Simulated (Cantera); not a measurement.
Cantera run:

```python
import numpy as np
import cantera as ct

gas_names = [...]  # 115 gases of nasa_gas.yaml made of C, Ca, H, O
cond_names = """
    C(gr) C6H6(L) C7H8(L) C8H18(L),n-octa Ca(a) Ca(b) Ca(L) CaCO3(caL) CaO(s) CaO(L) CaO2H2(s) H2O(s)
    H2O(L)
""".split()


# ... load() reads the species with a 1 bar reference pressure and builds the phases ...
atoms = {
    'Ca(OH)2': {'Ca': 1, 'O': 2, 'H': 2},
    'C': {'C': 1},
    'H2O': {'H': 2, 'O': 1},
}
top_T = {'C(gr)': 4500}  # K; cautious upper limits of use, not melting points


# ... equilibrate(T, P, feed) seeds the gas with the atoms and calls Mixture.equilibrate('TP', solver="vcs", rtol=1e-11, max_steps=5000) ...
results = []
feed = {'Ca(OH)2': 1, 'C': 1.2, 'H2O': 1.8}  # mol
P = 130000  # Pa
for T in [848, 948, 1048, 1148, 1248, 1348, 1448, 1548, 1648, 1748, 1848, 1948]:
    mix = equilibrate(T, P, feed)
    results.append((T, P, feed, dict(zip(mix.species_names, mix.species_moles))))
    x = sorted(zip(gas.X, gas.species_names), reverse=True)
    print(f"T = {T:g} K  P = {P:g} Pa  gas = {mix.phase_moles(0):.4g} mol")
    print("   x: " + "  ".join(f"{s} {v:.3e}" for v, s in x if v > 0.001))
    print("   condensed (mol): " + ("  ".join(f"{mix.phase(i).name} {mix.phase_moles(i):.4g}"
          for i in range(1, mix.n_phases) if mix.phase_moles(i) > 1e-12) or "none"))
```

Output:

```
T = 848 K  P = 130000 Pa  gas = 2.687 mol
   x: H2 6.533e-01  H2O 2.723e-01  CH4 5.816e-02  CO2 9.155e-03  CO 7.107e-03
   condensed (mol): CaCO3(caL) 1
T = 948 K  P = 130000 Pa  gas = 2.899 mol
   x: H2 7.241e-01  H2O 2.069e-01  CO 3.395e-02  CO2 1.755e-02  CH4 1.750e-02
   condensed (mol): CaCO3(caL) 1
T = 1048 K  P = 130000 Pa  gas = 3.814 mol
   x: H2 4.658e-01  H2O 2.662e-01  CO 1.591e-01  CO2 1.079e-01  CH4 1.114e-03
   condensed (mol): CaCO3(caL) 0.1776  CaO(s) 0.8224
T = 1148 K  P = 130000 Pa  gas = 3.999 mol
   x: H2 4.115e-01  H2O 2.885e-01  CO 1.883e-01  CO2 1.117e-01
   condensed (mol): CaO(s) 1
T = 1248 K  P = 130000 Pa  gas = 4 mol
   x: H2 3.982e-01  H2O 3.018e-01  CO 2.018e-01  CO2 9.822e-02
   condensed (mol): CaO(s) 1
T = 1348 K  P = 130000 Pa  gas = 4 mol
   x: H2 3.875e-01  H2O 3.125e-01  CO 2.125e-01  CO2 8.754e-02
   condensed (mol): CaO(s) 1
T = 1448 K  P = 130000 Pa  gas = 4 mol
   x: H2 3.790e-01  H2O 3.210e-01  CO 2.210e-01  CO2 7.898e-02
   condensed (mol): CaO(s) 1
T = 1548 K  P = 130000 Pa  gas = 4 mol
   x: H2 3.720e-01  H2O 3.279e-01  CO 2.279e-01  CO2 7.206e-02
   condensed (mol): CaO(s) 1
T = 1648 K  P = 130000 Pa  gas = 4 mol
   x: H2 3.664e-01  H2O 3.336e-01  CO 2.336e-01  CO2 6.639e-02
   condensed (mol): CaO(s) 1
T = 1748 K  P = 130000 Pa  gas = 4 mol
   x: H2 3.616e-01  H2O 3.383e-01  CO 2.383e-01  CO2 6.170e-02
   condensed (mol): CaO(s) 1
T = 1848 K  P = 130000 Pa  gas = 4.001 mol
   x: H2 3.576e-01  H2O 3.421e-01  CO 2.422e-01  CO2 5.779e-02
   condensed (mol): CaO(s) 1
T = 1948 K  P = 130000 Pa  gas = 4.001 mol
   x: H2 3.541e-01  H2O 3.453e-01  CO 2.454e-01  CO2 5.450e-02
   condensed (mol): CaO(s) 0.9999
```

These are equilibrium values from Cantera (NASA tables, ideal gas, pure condensed phases), not measurements of a reactor. Mutual solubility and eutectic melting of coexisting phases are not modelled.
